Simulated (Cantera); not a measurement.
**Premixed flame**

A freely propagating, adiabatic, planar premixed flame of 7.30 % CH4, 0.877 % CO, 19.3 % O2, 72.5 % N2, equivalence ratio 0.78, unburnt at 423 K and 0.247 atm; mixture-averaged transport, grid criteria slope 0.08 and curve 0.16, no radiation.

Computed with Cantera and GRI-Mech 3.0 (53 species, 325 reactions). Burning velocities carry a grid error of a few per cent, more on coarse grids.

| z (mm) | T (K) | u (m/s) | x CH4 | x CO | x O2 | x CH2 | x CO2 | x HO2 |
|---|---|---|---|---|---|---|---|---|
| -4.15 | 423 | 0.778 | 0.0730 | 0.00876 | 0.193 | <1e-8 | 1.28e-8 | 1.56e-8 |
| -2.77 | 423 | 0.779 | 0.0729 | 0.00876 | 0.193 | <1e-8 | 5.27e-7 | 3.84e-7 |
| -2.08 | 426 | 0.785 | 0.0727 | 0.00879 | 0.192 | <1e-8 | 5.86e-6 | 2.88e-6 |
| -1.38 | 457 | 0.846 | 0.0708 | 0.00932 | 0.190 | <1e-8 | 0.000127 | 3.11e-5 |
| -0.692 | 766 | 1.43 | 0.0542 | 0.0171 | 0.168 | 2.05e-7 | 0.00320 | 7.35e-5 |
| -0.346 | 1133 | 2.13 | 0.0319 | 0.0297 | 0.135 | 4.69e-6 | 0.00994 | 0.000102 |
| 0 | 1494 | 2.83 | 0.00862 | 0.0427 | 0.0929 | 2.29e-5 | 0.0220 | 0.000115 |
| 0.346 | 1644 | 3.12 | 0.000801 | 0.0403 | 0.0678 | 5.33e-6 | 0.0356 | 2.10e-5 |
| 0.692 | 1684 | 3.18 | 4.19e-5 | 0.0318 | 0.0587 | 3.24e-7 | 0.0462 | 5.98e-6 |
| 1.38 | 1727 | 3.25 | 1.21e-7 | 0.0213 | 0.0532 | <1e-8 | 0.0579 | 4.46e-6 |
| 2.77 | 1783 | 3.33 | <1e-8 | 0.0150 | 0.0502 | <1e-8 | 0.0650 | 3.68e-6 |
| 5.54 | 1851 | 3.45 | <1e-8 | 0.0123 | 0.0482 | <1e-8 | 0.0682 | 2.84e-6 |
| 11.1 | 1922 | 3.56 | <1e-8 | 0.00948 | 0.0463 | <1e-8 | 0.0713 | 1.98e-6 |
x: mole fraction of selected species; z is measured from the peak of heat release.

The laminar burning velocity is 77.8 cm/s and the thermal thickness is 1.38 mm. The peak x(CH2) comes out as 2.29e-5 and the peak x(HO2) is 0.000137. The grid points is 142.
